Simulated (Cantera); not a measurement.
# Transport properties of process gases

Gas mixture: N₂ : C₂H₄ = 0.84 : 0.51 (molar parts), at 0.00100 bar, frozen composition.

Cantera's kinetic-theory transport with the Lennard-Jones parameters of GRI-Mech 3.0, ideal gas; thermal conductivity in the multicomponent form. The composition is frozen, though it would react at the higher temperatures.

```json
[
 {"T (K)": "400", "ρ (kg/m³)": "0.000843", "cp (J/kg/K)": "1360", "μ (µPa s)": "18.2", "λ (mW/m/K)": "33.2", "Pr": "0.748", "D (cm²/s) OH": "481", "D (cm²/s) O": "491", "D (cm²/s) H₂": "1180"},
 {"T (K)": "650", "ρ (kg/m³)": "0.000519", "cp (J/kg/K)": "1681", "μ (µPa s)": "26.4", "λ (mW/m/K)": "58.6", "Pr": "0.759", "D (cm²/s) OH": "1110", "D (cm²/s) O": "1130", "D (cm²/s) H₂": "2680"},
 {"T (K)": "900", "ρ (kg/m³)": "0.000375", "cp (J/kg/K)": "1911", "μ (µPa s)": "33.3", "λ (mW/m/K)": "83.6", "Pr": "0.762", "D (cm²/s) OH": "1920", "D (cm²/s) O": "1960", "D (cm²/s) H₂": "4610"},
 {"T (K)": "1150", "ρ (kg/m³)": "0.000293", "cp (J/kg/K)": "2091", "μ (µPa s)": "39.4", "λ (mW/m/K)": "108", "Pr": "0.763", "D (cm²/s) OH": "2890", "D (cm²/s) O": "2950", "D (cm²/s) H₂": "6930"},
 {"T (K)": "1400", "ρ (kg/m³)": "0.000241", "cp (J/kg/K)": "2216", "μ (µPa s)": "45.0", "λ (mW/m/K)": "130", "Pr": "0.764", "D (cm²/s) OH": "4020", "D (cm²/s) O": "4090", "D (cm²/s) H₂": "9600"},
 {"T (K)": "1650", "ρ (kg/m³)": "0.000204", "cp (J/kg/K)": "2308", "μ (µPa s)": "50.1", "λ (mW/m/K)": "152", "Pr": "0.764", "D (cm²/s) OH": "5280", "D (cm²/s) O": "5380", "D (cm²/s) H₂": "12600"},
 {"T (K)": "1900", "ρ (kg/m³)": "0.000177", "cp (J/kg/K)": "2374", "μ (µPa s)": "55.0", "λ (mW/m/K)": "171", "Pr": "0.763", "D (cm²/s) OH": "6670", "D (cm²/s) O": "6800", "D (cm²/s) H₂": "15900"},
 {"T (K)": "2150", "ρ (kg/m³)": "0.000157", "cp (J/kg/K)": "2423", "μ (µPa s)": "59.6", "λ (mW/m/K)": "189", "Pr": "0.763", "D (cm²/s) OH": "8180", "D (cm²/s) O": "8340", "D (cm²/s) H₂": "19500"}
]
```
D: mixture-averaged diffusion coefficient of that species in the mixture.
